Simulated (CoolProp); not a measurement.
Saturation properties of propylene glycol (Tc = 674.0 K, pc = 72.92 bar, ω = 0.327).

Model: reference Helmholtz-energy equation of state, Eisenbach 2021, in CoolProp.

```json
[
 {"T (K)": "365", "p (bar)": "0.01924", "liquid density (kg/m³)": "979.7", "vapour density (kg/m³)": "(withheld)", "enthalpy of vaporisation (kJ/kg)": "796.9"},
 {"T (K)": "389.1", "p (bar)": "(withheld)", "liquid density (kg/m³)": "959.4", "vapour density (kg/m³)": "0.1539", "enthalpy of vaporisation (kJ/kg)": "(withheld)"},
 {"T (K)": "413.1", "p (bar)": "(withheld)", "liquid density (kg/m³)": "938.2", "vapour density (kg/m³)": "0.4132", "enthalpy of vaporisation (kJ/kg)": "748.9"},
 {"T (K)": "437.2", "p (bar)": "(withheld)", "liquid density (kg/m³)": "915.9", "vapour density (kg/m³)": "0.9734", "enthalpy of vaporisation (kJ/kg)": "724.6"},
 {"T (K)": "461.2", "p (bar)": "1.013", "liquid density (kg/m³)": "892.3", "vapour density (kg/m³)": "2.051", "enthalpy of vaporisation (kJ/kg)": "(withheld)"},
 {"T (K)": "485.2", "p (bar)": "2.028", "liquid density (kg/m³)": "867.1", "vapour density (kg/m³)": "3.960", "enthalpy of vaporisation (kJ/kg)": "673.2"},
 {"T (K)": "509.3", "p (bar)": "(withheld)", "liquid density (kg/m³)": "839.8", "vapour density (kg/m³)": "7.146", "enthalpy of vaporisation (kJ/kg)": "644.4"},
 {"T (K)": "533.3", "p (bar)": "6.531", "liquid density (kg/m³)": "810.2", "vapour density (kg/m³)": "12.18", "enthalpy of vaporisation (kJ/kg)": "612.7"},
 {"T (K)": "557.4", "p (bar)": "10.75", "liquid density (kg/m³)": "777.4", "vapour density (kg/m³)": "19.93", "enthalpy of vaporisation (kJ/kg)": "576.4"},
 {"T (K)": "581.4", "p (bar)": "16.88", "liquid density (kg/m³)": "(withheld)", "vapour density (kg/m³)": "31.61", "enthalpy of vaporisation (kJ/kg)": "534.1"},
 {"T (K)": "605.5", "p (bar)": "25.58", "liquid density (kg/m³)": "697.8", "vapour density (kg/m³)": "49.46", "enthalpy of vaporisation (kJ/kg)": "482.2"}
]
```

Question: What belongs in the gaps?

Answer: 
- 365, vapour density (kg/m³): 0.04830
- 389.1, p (bar): 0.06527
- 389.1, enthalpy of vaporisation (kJ/kg): 772.8
- 413.1, p (bar): 0.1855
- 437.2, p (bar): 0.4598
- 461.2, enthalpy of vaporisation (kJ/kg): 699.6
- 509.3, p (bar): 3.765
- 581.4, liquid density (kg/m³): 740.7

It boils at 461.2 K under 1 atm.
